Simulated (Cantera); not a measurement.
Input: 1 mol MgCO3, 3.6 mol SO2, 0.61 mol CO2, held at 1725 K and 0.170 bar.

These are equilibrium values from Cantera (NASA tables, ideal gas, pure condensed phases), not measurements of a reactor. Candidate condensed phases: C, Mg, MgCO3, MgO, MgS, MgSO4, S; 26 gas species. Rates play no part.

Base state: SO2 0.690, CO2 0.307, CO 0.00201, O2 0.00114, SO 0.000408, SO3 0.000133 (mole fractions); condensed: MgO(s).

**Question.** What changes in the equilibrium state with this change: MgCO3 replaced by FeS?

**Answer.** 
```json
[
 {"species": "SO2", "before": "0.690", "after": "0.689"},
 {"species": "S2", "before": "1.14e-8", "after": "0.145"},
 {"species": "CO2", "before": "0.307", "after": "0.0966"},
 {"species": "CO", "before": "0.00201", "after": "0.0379"},
 {"species": "SO", "before": "0.000408", "after": "0.0244"},
 {"species": "S2O", "before": "2.82e-8", "after": "0.00601"},
 {"species": "COS", "before": "4.31e-9", "after": "0.000290"},
 {"species": "MgO(s), mol", "before": "1.00", "after": "0"},
 {"species": "FeO(l), mol", "before": "0", "after": "1.000"}
]
```
The tables' stoichiometric FeO is somewhat more stable than real wüstite, so its field is too wide. FeO: taken at fixed stoichiometry. Further candidate phases: Fe, Fe(CO)5, FeO, FeS, FeSO4, FeS2, Fe2O3, Fe2(SO4)3, Fe3O4.
